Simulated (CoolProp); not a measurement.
Properties of R11 along the isotherm 73.65 °C (Tc = 198.0 °C, pc = 4.408 MPa, ω = 0.189).

Values from CoolProp's reference Helmholtz-energy equation of state, Jacobsen 1992.

| p (MPa) | phase | density (kg/m³) | cp (kJ/(kg K)) | isothermal compressibility (1/MPa) | viscosity (µPa s) | conductivity (mW/(m K)) |
|---|---|---|---|---|---|---|
| 3.39 | liquid | 1365 | 0.9287 | 0.003072 | 289 | 74.9 |
| 6.78 | liquid | 1379 | 0.9172 | (withheld) | 302 | 76.7 |
| 10.2 | liquid | 1391 | 0.9076 | 0.002514 | 316 | 78.3 |
| 13.6 | liquid | 1403 | 0.8996 | 0.002313 | 329 | 79.8 |
| 17 | liquid | 1413 | 0.8928 | 0.002146 | 342 | 81.2 |
| 20.3 | liquid | (withheld) | 0.8870 | 0.002007 | 354 | 82.5 |
| 23.7 | liquid | 1433 | 0.8818 | 0.001884 | (withheld) | 83.8 |
| 27.1 | liquid | 1442 | 0.8772 | 0.001776 | (withheld) | 85.0 |
| 30.5 | liquid | 1450 | (withheld) | 0.001681 | 392 | 86.2 |
| 33.9 | liquid | 1458 | 0.8694 | 0.001597 | 405 | 87.4 |
| 37.3 | liquid | 1466 | (withheld) | 0.001521 | 418 | 88.5 |
| 40.7 | liquid | 1473 | 0.8631 | 0.001453 | 431 | 89.5 |
| 44.1 | liquid | 1480 | 0.8603 | 0.001391 | 444 | 90.6 |

Question: Fill in the missing entries.

Answer: 
- 6.78, isothermal compressibility (1/MPa): 0.002762
- 20.3, density (kg/m³): 1423
- 23.7, viscosity (µPa s): 367
- 27.1, viscosity (µPa s): 379
- 30.5, cp (kJ/(kg K)): 0.8731
- 37.3, cp (kJ/(kg K)): 0.8661

Viscosity comes from a separate model (Klein 1997), an estimate that may be off by 10 % or more. Thermal conductivity comes from a separate model (McLinden 2000), an estimate that may be off by 10 % or more.
